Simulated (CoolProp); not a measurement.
The fluid at 298.15 K and 5.74 MPa flows at 0.3 m/s in a round tube of 20 mm bore and 45 µm roughness, fully developed (64/Re and Nu = 3.66 if laminar; Colebrook and Gnielinski if turbulent). The same conditions are run with several fluids, on thermodynamics alone (safety and materials aside).

The numbers come from the reference Helmholtz-energy equation of state of each fluid (CH2F2 (R32): Tillner-Roth 1997; n-nonane: Lemmon 2006; R134a: Tillner-Roth 1994; ethanol: Schroeder 2014; benzene: Thol 2012) in CoolProp.

```csv
fluid,Reynolds number,Darcy friction factor,pressure drop (Pa/m),heat-transfer coefficient (W/(m² K)),mass flow (kg/h)
CH2F2 (R32),49000,___,60.1,___,334
n-nonane,6200,___,61.2,403,___
R134a,34800,0.0281,78.0,885,419
ethanol,___,0.0415,73.8,___,268
benzene,8330,___,___,517,298
```

### Question
Some entries are withheld; supply them.

### Answer

- CH2F2 (R32), Darcy friction factor: 0.0271
- CH2F2 (R32), heat-transfer coefficient (W/(m² K)): 1410
- n-nonane, Darcy friction factor: 0.0378
- n-nonane, mass flow (kg/h): 244
- ethanol, Reynolds number: 4230
- ethanol, heat-transfer coefficient (W/(m² K)): 381
- benzene, Darcy friction factor: 0.0354
- benzene, pressure drop (Pa/m): 70.0

Transport values come from each fluid's own correlations; those of CH2F2 (R32), R134a are estimates that may be off by 10 % or more.
